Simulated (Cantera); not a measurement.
A perfectly stirred reactor is fed with CH₄ : O₂ : N₂ : CO₂ = 1 : 3.12 : 23.8 : 0.6 (molar parts), at 5.00 bar; it is adiabatic with a 375 K inlet, and is followed from long to short residence time, starting on the burning branch (τ in s: 0.47, 0.19, 0.076, 0.03, 0.012, 0.0048, 0.0019, 0.00077, 0.00031, 0.00012, 4.9e-05, 2e-05).

Model: GRI-Mech 3.0 (53 species, 325 reactions), integrated in Cantera.

**Question.** What does this change do: O2 3.12 to 4.3 parts?

**Answer.** 
```tsv
quantity	before	after
state	not burning at any residence time tried	not reached
x(CH₄) at τ = 0.470 s	0.0351	0.000489
x(O₂) at τ = 0.470 s	0.109	0.0798
x(CO₂) at τ = 0.470 s	0.0210	0.0504
x(HCN) at τ = 0.470 s	<1e-12	1.76e-11
x(H₂O₂) at τ = 0.470 s	<1e-12	2.38e-6
x(CH₄) at τ = 1.90 ms	0.0351	0.0337
x(O₂) at τ = 1.90 ms	0.109	0.145
x(CO₂) at τ = 1.90 ms	0.0210	0.0202
x(HCN) at τ = 1.90 ms	<1e-12	<1e-12
x(H₂O₂) at τ = 1.90 ms	<1e-12	<1e-12
blow-out, bracketed by the residence times tried	not reached	burning at 0.470 s, out at 0.190 s
```
